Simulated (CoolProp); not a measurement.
A simple Rankine cycle with cyclopentane: condensing at 297.15 K, boiler at 2.32 MPa, turbine inlet 549 K, turbine efficiency 0.65, pump efficiency 0.7, no recuperator. Each further row changes one setting.

The numbers come from the reference Helmholtz-energy equation of state, Gedanitz 2015 in CoolProp.

```csv
case,thermal efficiency (%),net work (kJ/kg),heat in (kJ/kg),turbine exit temperature (K),volume ratio over the turbine
as stated,17.0,…,821,467.4,…
condensing temperature 289.15 K,…,…,…,…,78.5
boiler pressure 1.62 MPa,15.8,132,…,477.5,38.5
turbine efficiency 0.55,14.3,118,821,…,58.5
```

Task: Fill in the missing entries.

Result: 
- as stated, net work (kJ/kg): 140
- as stated, volume ratio over the turbine: 57.1
- condensing temperature 289.15 K, thermal efficiency (%): 18.0
- condensing temperature 289.15 K, net work (kJ/kg): 150
- condensing temperature 289.15 K, heat in (kJ/kg): 836
- condensing temperature 289.15 K, turbine exit temperature (K): 462.0
- boiler pressure 1.62 MPa, heat in (kJ/kg): 834
- turbine efficiency 0.55, turbine exit temperature (K): 478.3
